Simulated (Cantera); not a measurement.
Cantera run:

```python
import numpy as np
import cantera as ct

gas_names = """
    H HO2 H2 H2O H2O2 O OH O2 O3 Ta TaO TaO2
""".split()
cond_names = """
    H2O(s) H2O(L) Ta(cr) Ta(L) Ta2O5(s) Ta2O5(L)
""".split()


def load(file, names, dense=False):
    # The tables refer to 1 bar. Condensed volumes are neglected.
    table = {s.name: s for s in ct.Species.list_from_file(file)}
    out = []
    for n in names:
        d = dict(table[n].input_data)
        d["thermo"] = dict(d["thermo"], **{"reference-pressure": 1e5})
        if dense:
            d["equation-of-state"] = {"model": "constant-volume", "density": "1e6 g/cm^3"}
        out.append(ct.Species.from_dict(d))
    return out


gas = ct.Solution(thermo="ideal-gas", species=load("nasa_gas.yaml", gas_names))
cond = {s.name: ct.Solution(thermo="fixed-stoichiometry", species=[s], name=s.name)
        for s in load("nasa_condensed.yaml", cond_names, dense=True)}
atoms = {
    'Ta': {'Ta': 1},
    'O2': {'O': 2},
    'H2': {'H': 2},
}
top_T = {}  # K; cautious upper limits of use, not melting points


def equilibrate(T, P, feed):
    n = {}
    for name, mol in feed.items():
        for a, k in atoms[name].items():
            n[a] = n.get(a, 0.0) + k * mol
    gas.TPX = T, P, n
    mass = sum(n.values()) * gas.mean_molecular_weight
    gas.equilibrate("TP")
    valid = [c for c in cond.values() if c.min_temp <= T <= top_T.get(c.name, c.max_temp)]
    mix = ct.Mixture([(gas, mass / gas.mean_molecular_weight)] + [(c, 0.0) for c in valid])
    mix.T, mix.P = T, P
    mix.equilibrate("TP", solver="vcs", rtol=1e-11, max_steps=5000)
    return mix


results = []
feed = {'Ta': 1, 'O2': 0.07, 'H2': 35}  # mol
P = 9.5  # Pa
for T in [800, 1000, 1200, 1400, 1600, 1800, 2000, 2200, 2400, 2600, 2800]:
    mix = equilibrate(T, P, feed)
    results.append((T, P, feed, dict(zip(mix.species_names, mix.species_moles))))

top = {s: max(r[3][s] / sum(r[3][g] for g in gas_names) for r in results) for s in gas_names}
cols = sorted((s for s in top if top[s] > 0.001), key=lambda s: -top[s])[:9]
seen = [c for c in cond_names if any(r[3].get(c, 0) > 1e-12 for r in results)]
print("log10 of partial pressures in bar; condensed amounts in mol")
print(f"{'T/K':>10s}" + "".join(f"{s[:9]:>10s}" for s in cols + seen))
for T, P, feed, n in results:
    ng = sum(n[g] for g in gas_names)
    print(f"{T:10.4g}" + "".join(f"{np.log10(max(n[s] / ng * P / 1e5, 1e-99)):10.3f}" for s in cols)
          + "".join(f"{n.get(c, 0):10.4g}" for c in seen))
```

It prints:

```
log10 of partial pressures in bar; condensed amounts in mol
       T/K        H2         H       TaO      TaO2    Ta(cr)  Ta2O5(s)
       800    -4.022   -13.549   -29.732   -29.424     0.944     0.028
      1000    -4.022   -10.655   -21.985   -21.505     0.944     0.028
      1200    -4.022    -8.716   -16.848   -16.266    0.9441   0.02797
      1400    -4.023    -7.324   -13.199   -12.554    0.9446   0.02772
      1600    -4.025    -6.277   -10.477    -9.793    0.9468   0.02658
      1800    -4.039    -5.465    -8.371    -7.665    0.9509   0.01969
      2000    -4.096    -4.837    -7.174    -6.933    0.9266         0
      2200    -4.271    -4.385    -6.705    -7.354     0.886         0
      2400    -4.671    -4.134    -6.654    -8.381    0.8635         0
      2600    -5.266    -4.049    -6.702    -9.433     0.858         0
      2800    -5.885    -4.029    -6.720   -10.286     0.818         0
```

Cantera equilibrium calculation (NASA polynomials, part measured and part estimated; ideal gas, pure solids and liquids). Mutual solubility and eutectic melting of coexisting phases are not modelled. Condensed phases not in the tables: N, O or C dissolved in the metal.
